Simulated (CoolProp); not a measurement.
Properties of R227EA along the isotherm 391.9 K (Tc = 374.9 K, pc = 2.925 MPa, ω = 0.358).

Values from CoolProp's reference Helmholtz-energy equation of state, Lemmon 2016.

| p (MPa) | phase | density (kg/m³) | cv (kJ/(kg K)) | isothermal compressibility (1/MPa) | viscosity (µPa s) | conductivity (mW/(m K)) |
|---|---|---|---|---|---|---|
| 1.33 | gas | 81.23 | 0.9136 | 0.8938 | 15.8 | 21.9 |
| 2.66 | gas | 209.1 | 0.9587 | 0.6393 | 18.1 | 26.2 |
| 3.99 | supercritical | 594.2 | 1.032 | 0.8215 | 35.1 | 41.8 |
| 5.32 | supercritical | 875.3 | 0.9828 | 0.1040 | 63.6 | 42.0 |
| 6.65 | supercritical | 961.4 | 0.9693 | 0.04985 | 77.6 | 43.6 |
| 7.98 | supercritical | 1014 | 0.9627 | 0.03254 | 87.9 | 45.1 |
| 9.31 | supercritical | 1052 | 0.9587 | 0.02413 | 96.5 | 46.4 |
| 10.6 | supercritical | 1082 | 0.9561 | 0.01931 | 104 | 47.6 |
| 12 | supercritical | 1109 | 0.9541 | 0.01588 | 111 | 48.8 |
| 13.3 | supercritical | 1130 | 0.9527 | 0.01363 | 118 | 49.8 |
| 14.6 | supercritical | 1149 | 0.9516 | 0.01195 | 123 | 50.7 |

Viscosity comes from a separate model (Huber 2003), an estimate that may be off by 10 % or more. Thermal conductivity comes from a separate model (Huber 2003), an estimate that may be off by 10 % or more.
